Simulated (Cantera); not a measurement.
Cantera with NASA thermochemical tables; ideal gases at 1 bar, condensed phases pure. Values are per mole of reaction as written; species without (g) are pure solids or liquids, kept so even where they would boil at 1 bar.

Q: Between 300 and 3000 K, where is each reaction favourable under standard conditions?
- Si + H₂(g) → SiH₂(g)

A: 
- Si + H₂(g) → SiH₂(g): ΔG° is 228 kJ at 300 K and 135 kJ at 3000 K; it stays positive (K < 1). ΔH° is 184 kJ and ΔS° 17 J/K at 3000 K.
